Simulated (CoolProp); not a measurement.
R404A along the isobar 5260 kPa: Z from the reference equation and from simpler models built on Tc = 345.3 K, pc = 3735 kPa, ω = 0.293; each cubic takes its own stable root.

Computed with CoolProp (reference Helmholtz-energy equation of state, Lemmon 2003). It is a pseudo-pure fit of the blend.

```
T (K)          phase  reference
-----  -------------  ---------
209.7         liquid     0.2149
229.1         liquid     0.2051
248.5         liquid     0.1978
267.8         liquid     0.1931
287.2         liquid     0.1910
306.6         liquid     0.1924
326           liquid     0.1996
345.3  supercritical     0.2216
364.7  supercritical     0.3627
384.1  supercritical     0.5694
403.4  supercritical     0.6721
422.8  supercritical     0.7402
442.2  supercritical     0.7898
```

Question: How far does each simpler model (van der Waals, Redlich-Kwong, Soave-Redlich-Kwong) lie from the reference over these 13 states: mean and median of the absolute difference, and the worst?

Answer: 
- van der Waals: mean 42.4 %, median 59.7 %, worst +70.8 % at 209.7 K and 5260 kPa
- Redlich-Kwong: mean 13.9 %, median 17.8 %, worst +25.3 % at 345.3 K and 5260 kPa
- Soave-Redlich-Kwong: mean 13.3 %, median 14.0 %, worst +25.4 % at 345.3 K and 5260 kPa
